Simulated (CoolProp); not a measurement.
Vapour-liquid equilibrium of dimethyl carbonate (1) + n-decane (2) at 163.35 °C; x and y are mole fractions of (1).

Model: multi-fluid Helmholtz-energy mixture model, Zhou 2011 and Lemmon 2006; pair parameters Bell 2016, in CoolProp.

| x | bubble pressure, mixture model (bar) | bubble pressure, Raoult's law (bar) | y, mixture model | y, Raoult's law |
|---|---|---|---|---|
| 0.05 | … | 1.060 | 0.536 | 0.315 |
| 0.2 | … | 1.946 | 0.792 | 0.686 |
| 0.35 | 4.448 | 2.832 | 0.849 | 0.825 |
| 0.5 | 5.034 | 3.719 | … | 0.897 |
| 0.65 | 5.487 | 4.605 | 0.900 | 0.942 |
| 0.8 | … | 5.492 | 0.929 | 0.972 |
| 0.95 | 6.484 | 6.378 | … | 0.994 |

Problem. Fill in the missing entries.

Solution. 
- 0.05, bubble pressure, mixture model (bar): 1.631
- 0.2, bubble pressure, mixture model (bar): 3.454
- 0.5, y, mixture model: 0.877
- 0.8, bubble pressure, mixture model (bar): 5.952
- 0.95, y, mixture model: 0.977

The largest gap from Raoult's law is +77.5 % in bubble pressure, at x = 0.2. No azeotrope shows between x = 0.05 and 0.95.

Pair parameters are fitted to limited data, so mixtures are less certain than the pure fluids. With so large a gap from Raoult's law the liquid may split in two, which this calculation doesn't test in full.
